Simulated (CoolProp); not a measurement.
A simple Rankine cycle with cyclopentane: condensing at 300.15 K, boiler at 3.44 MPa, turbine inlet 493.2 K, turbine efficiency 0.9, pump efficiency 0.6, no recuperator. Each further row changes one setting.

The numbers come from the reference Helmholtz-energy equation of state, Gedanitz 2015 in CoolProp.

| case | thermal efficiency (%) | net work (kJ/kg) | heat in (kJ/kg) | turbine exit temperature (K) | volume ratio over the turbine |
|---|---|---|---|---|---|
| as stated | 24.8 | 156 | 630 | 351.4 | 94.8 |
| turbine inlet 513.2 K | 25.0 | 173 | 693 | 381.3 | 83.6 |
| condensing temperature 292.15 K | 26.0 | 168 | 645 | 343.3 | 128 |
| boiler pressure 2.41 MPa | 23.8 | 160 | 674 | 377.5 | 53.6 |
| turbine efficiency 0.8 | 21.9 | 138 | 630 | 363.7 | 98.3 |
